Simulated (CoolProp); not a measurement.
Vapour-liquid equilibrium of isohexane (1) + benzene (2) at 4.49 bar; x and y are mole fractions of (1).

Values from CoolProp's multi-fluid Helmholtz-energy mixture model, Lemmon 2006 and Thol 2012; pair parameters Bell 2016.

| x | bubble temperature, mixture model (°C) | bubble temperature, Raoult's law (°C) | y, mixture model | y, Raoult's law |
|---|---|---|---|---|
| 0.05 | 134.7 | 136.3 | [?] | 0.077 |
| 0.125 | 131.1 | 134.4 | [?] | 0.185 |
| 0.2 | [?] | 132.5 | 0.321 | 0.285 |
| 0.275 | 126.1 | 130.7 | 0.401 | 0.378 |
| 0.35 | 124.3 | 129.0 | 0.471 | 0.464 |
| 0.425 | 122.8 | 127.3 | 0.535 | 0.544 |
| 0.5 | 121.5 | 125.7 | [?] | 0.618 |
| 0.575 | 120.4 | 124.1 | 0.655 | 0.687 |
| 0.65 | 119.4 | 122.5 | 0.713 | 0.751 |
| 0.725 | 118.5 | 121.1 | [?] | 0.812 |
| 0.8 | 117.7 | 119.6 | 0.833 | 0.868 |
| 0.875 | [?] | 118.2 | 0.894 | 0.920 |
| 0.95 | 116.3 | 116.8 | 0.957 | 0.969 |

Some entries are withheld; supply them.


- 0.05, y, mixture model: 0.102
- 0.125, y, mixture model: 0.224
- 0.2, bubble temperature, mixture model (°C): 128.3
- 0.5, y, mixture model: 0.596
- 0.725, y, mixture model: 0.772
- 0.875, bubble temperature, mixture model (°C): 117.0

The largest gap from Raoult's law is -4.7 K in bubble temperature, at x = 0.35. No azeotrope shows between x = 0.05 and 0.95.

Pair parameters are fitted to limited data, so mixtures are less certain than the pure fluids.
